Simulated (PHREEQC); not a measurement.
Solution (64 °C): 62 mmol/kgw NaH2PO4 and 0.071 mmol/kgw HNO3. It is in equilibrium with CO2 at log p = 0 (atm). Otherwise closed; pH follows from the charge balance.

Equilibrium calculation in PHREEQC: ion-association model, phreeqc.dat.

```json
[
 {"quantity": "pH", "before": "4.36", "after": "4.16"},
 {"quantity": "H3PO4 (mol/kgw)", "before": "0.000467", "after": "0.000419"},
 {"quantity": "HCO3- (mol/kgw)", "before": "0.000224", "after": "0.000323"},
 {"quantity": "HPO4-2 (mol/kgw)", "before": "0.000210", "after": "9.34e-5"},
 {"quantity": "(CO2)2 (mol/kgw)", "before": "1.21e-5", "after": "3.01e-5"}
]
```

Problem. What was changed between the two runs?
A) NaH2PO4 from 0.062 to 0.031 mol/kgw
B) HNO3 from 7.1e-05 to 7.81e-05 mol/kgw
C) HNO3 from 7.1e-05 to 0.00071 mol/kgw
D) HNO3 from 7.1e-05 to 1.42e-05 mol/kgw
E) temperature from 64 to 10 °C

Solution. E, temperature from 64 to 10 °C

This is a speciation only: nothing precipitates in the calculation. At this temperature some constants are extrapolated from 25 °C, and those without enthalpy data are left unchanged.
